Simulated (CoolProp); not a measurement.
Computed with CoolProp (reference Helmholtz-energy equation of state, Zhou 2011).

Give the vapour pressure (kPa), liquid density (kg/m³), vapour density (kg/m³), enthalpy of vaporisation (kJ/kg) of saturated dimethyl carbonate at 90.45, 127.65 °C.


```json
[
 {"T (°C)": "90.45", "p (kPa)": "102", "liquid density (kg/m³)": "974", "vapour density (kg/m³)": "3.14", "enthalpy of vaporisation (kJ/kg)": "375"},
 {"T (°C)": "127.65", "p (kPa)": "294", "liquid density (kg/m³)": "918", "vapour density (kg/m³)": "8.48", "enthalpy of vaporisation (kJ/kg)": "348"}
]
```
